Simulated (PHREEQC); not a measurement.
Synthetic water in mg/kgw, 25 °C, pH 4.15, pe 12.6:

```
constituent  mg/kgw
-----------  ------
Na             41.6
K              1.37
Ca             1120
Mg              132
Cl              708
S(6) as SO4    2520
Mn(2)         0.217
F              1.49
```

Valence states are taken as typed.

Model: ion-association model, phreeqc.dat, run in PHREEQC.

No solid was allowed to form.

Question: Estimate the ionic strength, density.

Answer: ionic strength 0.0883 mol/kgw; density 1.001 g/cm³.

Question: In which forms is S present?

Answer: SO4-2 60 %, CaSO4 32 %, MgSO4 7.7 % of the S.

Examples of supersaturated solids here: Gypsum. Others may be too. Species that the database lacks are ignored.
